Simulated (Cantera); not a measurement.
A freely propagating, adiabatic, planar premixed flame of CH3OH : O2 : N2 = 1 : 1.36 : 5.13 (molar parts), equivalence ratio 1.1, unburnt at 450 K and 760 Torr; mixture-averaged transport, grid criteria slope 0.08 and curve 0.16, no radiation.

Model: GRI-Mech 3.0 (53 species, 325 reactions), integrated in Cantera. GRI-Mech 3.0 was tuned for natural gas; its chemistry of methanol as a main component is partial and can be far from experiment. Burning velocities carry a grid error of a few per cent, more on coarse grids.

Problem. What does this change do: CH3OH 1 to 0.77 parts?

Solution. 
| quantity | before | after |
|---|---|---|
| laminar burning velocity | 91.1 cm/s | 61.6 cm/s |
| thermal thickness | 0.269 mm | 0.358 mm |
| peak x(CO) | 0.0801 | 0.0546 |
| peak x(HO2) | 0.00296 | 0.00217 |
| peak x(C2H) | <1e-8 | <1e-8 |

Problem. What does this change do: 0.29 parts CO2 added?

Solution. 
```tsv
quantity	before	after
laminar burning velocity	91.1 cm/s	74.8 cm/s
thermal thickness	0.269 mm	0.307 mm
peak x(CO)	0.0801	0.0770
peak x(HO2)	0.00296	0.00257
peak x(C2H)	<1e-8	<1e-8
```
